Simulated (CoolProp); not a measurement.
Vapour-liquid equilibrium of toluene (1) + n-nonane (2) at 916 kPa; x and y are mole fractions of (1).

Values from CoolProp's multi-fluid Helmholtz-energy mixture model, Lemmon 2006 and Lemmon 2006; pair parameters Bell 2016.

| x | bubble temperature (K) | y at the bubble point | dew temperature at overall composition x (K) | liquid density (mol/L) |
|---|---|---|---|---|
| 0.05 | 528.4 | 0.086 | 529.9 | 3.907 |
| 0.125 | 523.3 | 0.206 | 526.8 | 4.088 |
| 0.2 | 518.4 | 0.314 | 523.5 | 4.277 |
| 0.275 | (withheld) | 0.412 | 520.2 | 4.474 |
| 0.35 | 509.7 | 0.499 | 516.8 | 4.680 |
| 0.425 | 505.8 | 0.576 | 513.2 | 4.897 |
| 0.5 | 502.3 | 0.646 | 509.6 | 5.127 |
| 0.575 | 499.0 | 0.709 | 505.9 | 5.371 |
| 0.65 | 496.0 | 0.767 | 502.1 | 5.633 |
| 0.725 | 493.3 | 0.821 | 498.2 | 5.914 |
| 0.8 | 490.7 | 0.872 | (withheld) | 6.218 |
| 0.875 | 488.3 | (withheld) | 490.6 | (withheld) |
| 0.95 | 486.1 | 0.968 | 487.0 | (withheld) |

Task: Complete the blanks.

Result: 
- 0.275, bubble temperature (K): 513.9
- 0.8, dew temperature at overall composition x (K): 494.3
- 0.875, y at the bubble point: 0.921
- 0.875, liquid density (mol/L): 6.549
- 0.95, liquid density (mol/L): 6.909

No azeotrope shows between x = 0.05 and 0.95.

The pair parameters rest on a limited set of measurements; away from them the model extrapolates.
